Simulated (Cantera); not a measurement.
A perfectly stirred reactor is fed with H2 : O2 = 0.023 : 1 (molar parts), equivalence ratio 0.011, at 1330 Pa; it is held at 1425 K, and followed from long to short residence time.

Computed with Cantera and the H2/O2 subset of GRI-Mech 3.0, which has no nitrogen chemistry. Radical loss at walls, strong at low pressure, is not modelled.

One state of this run: x H2 = 9.17e-5; x O2 = 0.970; x OH = 0.00188; x O = 0.00663; x HO2 = 5.09e-7. x: mole fraction; the columns are a selection and need not sum to one.

Problem. Which value of τ (s) does it belong to?
A. 0.59
B. 4.6
C. 0.21
D. 13

Solution. A, 0.59
